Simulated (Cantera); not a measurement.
Mixture: 1.93 % C3H8, 20.1 % O2, 75.8 % N2, 2.13 % H2O, at 1000000 Pa, adiabatic and at constant volume. Ignition delay is the time to a rise of 400 K.

Computed with Cantera and GRI-Mech 3.0 (53 species, 325 reactions). GRI-Mech 3.0 was tuned for natural gas; its chemistry of propane as a main component is partial and can be far from experiment.

Question: Predict: delay at 1173 K; delay at 1223 K; delay at 1273 K; delay at 1323 K; delay at 1373 K; delay at 1423 K; delay at 1473 K; apparent activation energy between 1373 and 1473 K.

Answer: 
```
Item                                                     Value
--------------------------------------------------  ----------
delay at 1173 K                                        2.29 ms
delay at 1223 K                                       0.949 ms
delay at 1273 K                                       0.408 ms
delay at 1323 K                                       0.184 ms
delay at 1373 K                                        88.5 µs
delay at 1423 K                                        45.4 µs
delay at 1473 K                                        24.9 µs
apparent activation energy between 1373 and 1473 K  210 kJ/mol
```
